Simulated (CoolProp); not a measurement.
A closed Brayton cycle with dry air: compressor inlet 310.15 K and 1.2 MPa, high pressure 3.84 MPa, turbine inlet 890 K, compressor efficiency 0.85, turbine efficiency 0.93, recuperator effectiveness 0.95 (on enthalpy, no pinch check). Each further row changes one setting.

Computed with CoolProp (reference Helmholtz-energy equation of state, Lemmon 2000). It is a pseudo-pure fit of the blend.

| case | thermal efficiency (%) | net work (kJ/kg) | compressor to turbine work | compressor exit (K) | turbine exit (K) |
|---|---|---|---|---|---|
| as stated | [?] | 95.1 | 0.60 | 453.8 | 671.9 |
| turbine inlet 840 K | [?] | [?] | [?] | 453.8 | 632.4 |
| compressor inlet 320.15 K | [?] | 90.4 | 0.62 | 468.1 | 671.9 |
| high pressure 3.26 MPa | [?] | [?] | 0.58 | [?] | 699.3 |
| recuperator effectiveness 0.5 | 26.7 | 95.1 | 0.60 | 453.8 | 671.9 |

Some entries are withheld; supply them.


- as stated, thermal efficiency (%): 37.5
- turbine inlet 840 K, thermal efficiency (%): 34.2
- turbine inlet 840 K, net work (kJ/kg): 81.3
- turbine inlet 840 K, compressor to turbine work: 0.64
- compressor inlet 320.15 K, thermal efficiency (%): 35.8
- high pressure 3.26 MPa, thermal efficiency (%): 39.3
- high pressure 3.26 MPa, net work (kJ/kg): 89.1
- high pressure 3.26 MPa, compressor exit (K): 430.7
